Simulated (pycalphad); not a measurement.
All values are pycalphad results on the COST 507 light-alloy database (1999) (1 atm), not direct measurements. No gas phase is included, though pure Si would boil below 3027 °C. These are 1990s assessments: newer ones move some temperatures and phases. Diffusion is slow at the low end, where real alloys seldom reach equilibrium.

Si-43.9C (at.%): equilibrium cooling sequence

```json
[
 {"T (°C)": "2823.3", "phases above": "graphite + liquid", "phases below": "CSI + liquid"},
 {"T (°C)": "1413.9", "phases above": "CSI + liquid", "phases below": "CSI + diamond (Si)"}
]
```

Changes were sought between steps of 75 K, so a narrower field can be missed. At the top of the range, 3027 °C, the alloy is not yet fully liquid: it holds liquid + graphite.

Database names, with the compositions (at.%) that they take in these runs: CSI: Si 50 C 50.
